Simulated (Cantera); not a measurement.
## Hydrocarbon pyrolysis for carbon deposition

An isothermal, constant-pressure homogeneous reactor starts with C2H6 : N2 : H2O = 1 : 6.5 : 0.25 (molar parts), at 1900 K and 188 Torr.

Model: GRI-Mech 3.0 (53 species, 325 reactions), integrated in Cantera. GRI-Mech 3.0 stops at C3 and has no aromatics, soot or wall deposition, so with more carbon than oxygen in the feed, carbon stays in small species such as C2H2 where larger ones or solid carbon would form.

```json
[
 {"t (s)": "1.00e-6", "x C2H6": "0.123", "x C2H4": "7.25e-5", "x CH3": "0.0101", "x C2H": "<1e-12", "x H": "5.18e-5"},
 {"t (s)": "5.01e-6", "x C2H6": "0.0917", "x C2H4": "0.00802", "x CH3": "0.0349", "x C2H": "2.61e-8", "x H": "0.000960"},
 {"t (s)": "2.51e-5", "x C2H6": "0.00845", "x C2H4": "0.0464", "x CH3": "0.0277", "x C2H": "9.25e-6", "x H": "0.00255"},
 {"t (s)": "0.000126", "x C2H6": "0.000132", "x C2H4": "0.0110", "x CH3": "0.00414", "x C2H": "6.24e-6", "x H": "0.000928"},
 {"t (s)": "0.000632", "x C2H6": "2.53e-5", "x C2H4": "0.00100", "x CH3": "0.00169", "x C2H": "3.48e-6", "x H": "0.000498"},
 {"t (s)": "0.00317", "x C2H6": "9.26e-6", "x C2H4": "0.000290", "x CH3": "0.00103", "x C2H": "3.65e-6", "x H": "0.000545"},
 {"t (s)": "0.0159", "x C2H6": "1.27e-6", "x C2H4": "8.93e-5", "x CH3": "0.000400", "x C2H": "4.33e-6", "x H": "0.000694"},
 {"t (s)": "0.0796", "x C2H6": "2.99e-7", "x C2H4": "6.79e-5", "x CH3": "0.000196", "x C2H": "4.14e-6", "x H": "0.000761"},
 {"t (s)": "0.399", "x C2H6": "2.07e-8", "x C2H4": "6.24e-5", "x CH3": "5.05e-5", "x C2H": "3.75e-6", "x H": "0.000775"},
 {"t (s)": "2.00", "x C2H6": "2.86e-9", "x C2H4": "6.23e-5", "x CH3": "1.58e-5", "x C2H": "3.74e-6", "x H": "0.000778"}
]
```
x: mole fraction; the columns are a selection and need not sum to one.

Equilibrium at this temperature and pressure: C2H6 1.27e-9, C2H4 2.72e-5, CH3 1.05e-5, C2H 1.63e-6, H 0.000778 (gas phase only).
